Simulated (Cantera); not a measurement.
A Cantera script and its output.

```python
import numpy as np
import cantera as ct

gas = ct.Solution("gri30.yaml")
gas.TPX = 925, 2666, {'H2': 0.44, 'O2': 1, 'N2': 1.5}
inlet = ct.Reservoir(gas, clone=True)

reactor = ct.IdealGasConstPressureReactor(gas, energy="off", clone=False)
exhaust = ct.Reservoir(gas, clone=True)
tau = [12, 2.6, 0.56, 0.12, 0.027, 0.006, 0.0013][0]
for a, b in ((inlet, reactor), (reactor, exhaust)):
    ct.MassFlowController(a, b, mdot=lambda t: reactor.mass / tau)
net = ct.ReactorNet([reactor])
show = ['H2', 'O2', 'H2O2', 'O', 'NO', 'NO2']

rows = []
print(f"{'tau/s':>10s}{'T/K':>9s}" + "".join(f"{s:>11s}" for s in show))
for tau in [12, 2.6, 0.56, 0.12, 0.027, 0.006, 0.0013]:
    net.initial_time = 0.0
    net.advance(30 * tau)
    before = gas.X
    net.advance(40 * tau)
    drift = np.max(np.abs(gas.X - before) / (gas.X + 1e-9))
    rows.append([gas.T, *gas[show].X, drift])
    print(f"{tau:10.3e}{gas.T:9.1f}" + "".join(f"{x:11.3e}" for x in gas[show].X))
```

Result:

```
     tau/s      T/K         H2         O2       H2O2          O         NO        NO2
 1.200e+01    925.0  4.401e-04  2.868e-01  2.627e-07  7.563e-05  5.115e-09  3.466e-11
 2.600e+00    925.0  1.106e-03  2.870e-01  3.439e-07  2.001e-04  1.097e-08  2.908e-11
 5.600e-01    925.0  2.647e-03  2.873e-01  4.100e-07  5.026e-04  2.625e-08  2.319e-11
 1.200e-01    925.0  6.134e-03  2.880e-01  4.597e-07  1.204e-03  6.055e-08  1.600e-11
 2.700e-02    925.0  1.360e-02  2.897e-01  4.671e-07  2.675e-03  1.226e-07  9.936e-12
 6.000e-03    925.0  3.020e-02  2.941e-01  4.017e-07  5.371e-03  1.809e-07  5.153e-12
 1.300e-03    925.0  6.924e-02  3.074e-01  2.803e-07  6.980e-03  8.452e-08  1.310e-12
```

Cantera simulation using GRI-Mech 3.0 (53 species, 325 reactions); the numbers are that mechanism's predictions, not measurements. Radical loss at walls, strong at low pressure, is not modelled. Below about 950 K walls govern HO2 and H2O2 in real vessels. The temperature is held fixed by assumption; the heat of reaction is taken as removed at once.
